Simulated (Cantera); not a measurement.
Charge: 1 mol SiF4, 40 mol N2O, 1.9 mol H2, 0.1 mol O2, equilibrated at 1000 Pa.

Equilibrium computed with Cantera from the NASA thermochemical tables; the gas is ideal and each condensed phase is pure. Candidate condensed phases: H2O, Si, SiO2, Si2N2O, Si3N4; 58 gas species. The tables' values for SiO2, SiF3 are old estimates; treat these amounts as uncertain. The tables hold silica as quartz up to 1696 K and as liquid above; real silica turns to tridymite and cristobalite and melts near 1996 K. Kinetics and transport are ignored.

x: gas mole fraction; n: condensed amount in mol.

```tsv
T (K)	x N2	x O2	x HF	x NO	x O	x H2O	x SiF4	n SiO2(β-quartz)	n SiO2(condensed)	n SiO2(l)
1175	0.636	0.305	0.0522	___	8.06e-8	0.00413	0.00286	0.820	0	0
1275	0.636	0.304	0.0541	___	6.16e-7	0.00315	0.00237	0.851	0	0
1375	0.635	0.304	0.0555	___	3.51e-6	0.00246	0.00203	0.872	0	0
1475	0.635	0.304	0.0564	___	1.58e-5	0.00196	0.00178	0.888	0	0
1575	0.634	0.303	0.0571	___	5.90e-5	0.00159	0.00161	0.899	0	0
1675	0.634	0.303	0.0576	___	0.000188	0.00131	0.00148	0.907	0	0
1775	0.633	0.302	0.0579	___	0.000526	0.00108	0.00138	0	0.913	0
1875	0.632	0.300	0.0581	___	0.00132	0.000902	0.00131	0	0.917	0
1975	0.630	0.298	0.0582	___	0.00301	0.000756	0.00126	0	0.917	0
2075	0.628	0.295	0.0579	___	0.00633	0.000641	0.00121	0	0	0.902
```

Question: Complete the blanks.

Answer: 
- 1175, x NO: 0.000174
- 1275, x NO: 0.000363
- 1375, x NO: 0.000679
- 1475, x NO: 0.00117
- 1575, x NO: 0.00187
- 1675, x NO: 0.00284
- 1775, x NO: 0.00410
- 1875, x NO: 0.00568
- 1975, x NO: 0.00761
- 2075, x NO: 0.00988
